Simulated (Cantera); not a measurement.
A freely propagating, adiabatic, planar premixed flame of CH₃OH : O₂ : N₂ = 1 : 1.25 : 4.7 (molar parts), equivalence ratio 1.2, unburnt at 350 K and 100000 Pa; mixture-averaged transport, grid criteria slope 0.08 and curve 0.16, no radiation.

Cantera simulation using GRI-Mech 3.0 (53 species, 325 reactions); the numbers are that mechanism's predictions, not measurements. GRI-Mech 3.0 was tuned for natural gas; its chemistry of methanol as a main component is partial and can be far from experiment. Burning velocities carry a grid error of a few per cent, more on coarse grids.

Question: How do the results move with these cheaper or finer settings: unity-Lewis-number transport; multicomponent transport; multicomponent+Soret transport; grid criteria slope 0.5, curve 1; grid criteria slope 0.25, curve 0.5; grid criteria slope 0.03, curve 0.06?

Answer: 
```
setting                               laminar burning velocity  thermal thickness  peak x(C₂H₄)  peak x(CH₂CO)  grid points
------------------------------------  ------------------------  -----------------  ------------  -------------  -----------
as above                                             65.5 cm/s           0.273 mm       3.20e-6        1.15e-5          123
unity-Lewis-number transport                         41.1 cm/s           0.397 mm       2.83e-6        7.31e-6          124
multicomponent transport                             65.6 cm/s           0.278 mm       3.22e-6        1.16e-5          125
multicomponent+Soret transport                       63.9 cm/s           0.280 mm       3.07e-6        1.13e-5          127
grid criteria slope 0.5, curve 1                     75.5 cm/s           0.297 mm       3.30e-6        1.17e-5           39
grid criteria slope 0.25, curve 0.5                  69.8 cm/s           0.285 mm       3.15e-6        1.14e-5           62
grid criteria slope 0.03, curve 0.06                 63.6 cm/s           0.272 mm       3.10e-6        1.13e-5          318
```
The base run took roughly 28 core-seconds.
Unity Lewis numbers drop preferential diffusion, which matters most where H2 and H carry the flame; Soret adds thermal diffusion.
